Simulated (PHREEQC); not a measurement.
Consider water at 20 °C with 0.028 mol/kgw HF, 0.006 mol/kgw H2SiF6 and 0.26 mol/kgw HNO3. Closed to the air; pH follows from the charge balance.

All values are PHREEQC results (ion-association model, phreeqc.dat), not measurements.

Q: The ionic strength comes out as 0.278 mol/kgw. What activity coefficients do SiF6-2, F-, HF2-, NO3-, H+ get?

A: SiF6-2 0.27, F- 0.68, HF2- 0.74, NO3- 0.67, H+ 0.79.

This is a speciation only: nothing precipitates in the calculation. SiF6-2 is the database's only silicon fluoride.
